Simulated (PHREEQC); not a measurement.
1 kg of water meets 20 L of dry gas (H2 1 by moles) at fixed total pressure, at 40 °C; fugacities by Peng-Robinson. The gases take part in no redox reaction, some water evaporates into the gas, and hydrates or a liquid gas phase aren't modelled. Nothing may precipitate in this run.

Computed with PHREEQC (ion-association model, phreeqc.dat).

**Question.** Predict dissolved H2 (mol/kgw) at P (atm) = 50, 100.

**Answer.** 
```
P (atm)  dissolved H2 (mol/kgw)
-------  ----------------------
50                       0.0357
100                      0.0688
```

At this temperature some constants are extrapolated from 25 °C, and those without enthalpy data are left unchanged.
